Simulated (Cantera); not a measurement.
An isothermal, constant-pressure homogeneous reactor starts with H₂ : O₂ : N₂ = 1.2 : 1 : 2.6 (molar parts), equivalence ratio 0.60, at 1298 K and 113 Torr.

Computed with Cantera and the H2/O2 subset of GRI-Mech 3.0, which has no nitrogen chemistry. The temperature is held fixed by assumption; the heat of reaction is taken as removed at once.

x: mole fraction; the columns are a selection and need not sum to one.

```json
[
 {"t (s)": "7.00e-6", "x H₂": "0.250", "x O₂": "0.208", "x OH": "2.54e-9", "x HO₂": "2.10e-8", "x O": "3.66e-9", "x H₂O₂": "3.67e-11"},
 {"t (s)": "2.62e-5", "x H₂": "0.250", "x O₂": "0.208", "x OH": "[?]", "x HO₂": "[?]", "x O": "[?]", "x H₂O₂": "5.11e-10"},
 {"t (s)": "9.79e-5", "x H₂": "0.249", "x O₂": "0.208", "x OH": "[?]", "x HO₂": "[?]", "x O": "[?]", "x H₂O₂": "[?]"},
 {"t (s)": "0.000366", "x H₂": "0.0231", "x O₂": "0.103", "x OH": "0.00811", "x HO₂": "1.74e-5", "x O": "0.0210", "x H₂O₂": "1.74e-6"},
 {"t (s)": "0.00137", "x H₂": "0.00492", "x O₂": "0.0955", "x OH": "0.00347", "x HO₂": "1.62e-5", "x O": "0.00313", "x H₂O₂": "1.89e-6"},
 {"t (s)": "0.00512", "x H₂": "0.000269", "x O₂": "0.0951", "x OH": "0.000774", "x HO₂": "4.30e-6", "x O": "0.000158", "x H₂O₂": "4.93e-7"},
 {"t (s)": "0.0191", "x H₂": "2.06e-5", "x O₂": "0.0952", "x OH": "0.000224", "x HO₂": "4.98e-7", "x O": "1.30e-5", "x H₂O₂": "9.29e-8"},
 {"t (s)": "0.0715", "x H₂": "3.01e-6", "x O₂": "0.0952", "x OH": "8.88e-5", "x HO₂": "8.63e-8", "x O": "2.04e-6", "x H₂O₂": "2.07e-8"},
 {"t (s)": "0.267", "x H₂": "6.56e-7", "x O₂": "0.0952", "x OH": "4.20e-5", "x HO₂": "2.75e-8", "x O": "4.58e-7", "x H₂O₂": "5.45e-9"},
 {"t (s)": "1.00", "x H₂": "2.39e-7", "x O₂": "0.0952", "x OH": "2.51e-5", "x HO₂": "2.13e-8", "x O": "1.64e-7", "x H₂O₂": "2.16e-9"}
]
```

Some entries are withheld; supply them.


- 2.62e-5, x OH: 4.16e-8
- 2.62e-5, x HO₂: 8.14e-8
- 2.62e-5, x O: 6.42e-8
- 9.79e-5, x OH: 0.000107
- 9.79e-5, x HO₂: 7.40e-6
- 9.79e-5, x O: 0.000165
- 9.79e-5, x H₂O₂: 4.76e-8
